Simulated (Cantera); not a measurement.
Input: 1 mol SiF4, 0.85 mol NH3, 3.2 mol H2, at 850 K and 12.8 Torr.

Cantera equilibrium calculation (NASA polynomials, part measured and part estimated; ideal gas, pure solids and liquids). Candidate condensed phases: Si, Si3N4; 37 gas species. The numbers say what is thermodynamically allowed, not how fast it happens.

Base state: H2 0.758, SiF4 0.169, N2 0.0720, HF 0.000162, SiHF3 9.41e-5 (mole fractions); condensed: Si3N4(s).

Task: What changes in the equilibrium state with this change: SiF4 replaced by SiH2Cl2?

Result: 
| species | before | after |
|---|---|---|
| H2 | 0.758 | 0.850 |
| HCl | 0 | 0.0909 |
| SiCl4 | 0 | 0.0584 |
| SiF4 | 0.169 | 0 |
| N2 | 0.0720 | 4.14e-6 |
| SiHCl3 | 0 | 0.000906 |
| HF | 0.000162 | 0 |
| SiHF3 | 9.41e-5 | 0 |
| SiCl3 | 0 | 1.35e-5 |
| Si3N4(s), mol | 3.32e-5 | 0.212 |
The tables' values for SiCl3 are old estimates; treat these amounts as uncertain. Further candidate phases: NH4Cl.
